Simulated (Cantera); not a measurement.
A closed system holds: 1 mol SiCl4, 7.9 mol O2, 9.5 mol H2, at 10.0 mbar.

Method: chemical equilibrium by Gibbs-energy minimisation in Cantera with the NASA 1993 tables (ideal gas, pure condensed phases). Candidate condensed phases: H2O, Si, SiO2; 30 gas species. Equilibrium is a limit: real reactors are often held back by kinetics, nucleation or transport.

**Question.** At 950 K, list the 5 most abundant gas species with their mole fractions, and the condensed phases.

**Answer.** H2O 0.516, HCl 0.267, O2 0.214, Cl2 0.00314, Cl 9.92e-5. Condensed: SiO2(β-quartz).
